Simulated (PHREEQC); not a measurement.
A solution holds 49 mmol/kgw HF, 7.9 mmol/kgw NH4F and 150 mmol/kgw (NH4)2SiF6, at 82 °C. Closed to the air; pH follows from the charge balance.

Equilibrium calculation in PHREEQC: ion-association model, phreeqc.dat.

Precipitation was switched off in this run.

Question: Estimate the pH, ionic strength.

Answer: pH 2.70; ionic strength 0.461 mol/kgw.

Question: In which forms is F present?

Answer: SiF6-2 94 %, HF 4.7 %, F- 0.9 % of the F.

Species that the database lacks are ignored. At this temperature some constants are extrapolated from 25 °C, and those without enthalpy data are left unchanged. SiF6-2 is the database's only silicon fluoride.
